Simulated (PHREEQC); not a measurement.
Consider water at 25 °C with 0.091 mol/kgw NH4HF2, 5.3e-05 mol/kgw H2SiF6, 0.0053 mol/kgw H3AsO4 and 0.21 mol/kgw H2SO4. Closed to the air; pH follows from the charge balance.

Computed with PHREEQC (ion-association model, wateq4f.dat).

Each row changes one thing in this solution. Precipitation was switched off in this run.

```
case                                           pH  ionic strength (mol/kgw)  HF (mol/kgw)  H2F2 (mol/kgw)  H3AsO4 (mol/kgw)  F- (mol/kgw)
-------------------------------------------  ----  ------------------------  ------------  --------------  ----------------  ------------
as made                                      0.89                     0.283         0.111          0.0345           0.00502      0.000896
H2SO4 left out                               3.13                    0.0920        0.0596         0.00945          0.000546        0.0706
H2SO4 from 0.21 to 0.231 mol/kgw             0.83                     0.305         0.111          0.0346           0.00505      0.000807
H2SiF6 replaced by CsF at the same molality  0.89                     0.283         0.111          0.0345           0.00502      0.000897
temperature from 25 to 80 °C                 0.97                     0.238         0.164         0.00842               [?]      0.000552
H2SiF6 from 5.3e-05 to 0.000265 mol/kgw      0.88                       [?]         0.111          0.0345           0.00502      0.000894
```

Task: Some entries are withheld; supply them.

Result: 
- temperature from 25 to 80 °C, H3AsO4 (mol/kgw): 0.00507
- H2SiF6 from 5.3e-05 to 0.000265 mol/kgw, ionic strength (mol/kgw): 0.284

Complexes and solids missing from the database can't appear. wateq4f.dat counts part of the HF as a dimer, H2F2, which phreeqc.dat doesn't know; its constant is uncertain. Constants without temperature data keep their 25 °C values here. SiF6-2 is the database's only silicon fluoride.
